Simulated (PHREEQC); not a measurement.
Dissolve 0.00016 mol/kgw PbCl2, 0.0165 mol/kgw NaCl and 5e-05 mol/kgw Zn(NO3)2 at 25 °C. Closed to the air; pH follows from the charge balance.

Equilibrium calculation in PHREEQC: ion-association model, phreeqc.dat.

Precipitation was switched off in this run.

**Question.** Estimate the pH, specific conductance.

**Answer.** pH 5.93; specific conductance 1950 µS/cm.

**Question.** In which forms is Pb present?

**Answer.** Pb+2 71 %, PbCl+ 28 %, PbOH+ 0.8 %, PbCl2 0.6 % of the Pb.

Complexes and solids missing from the database can't appear.
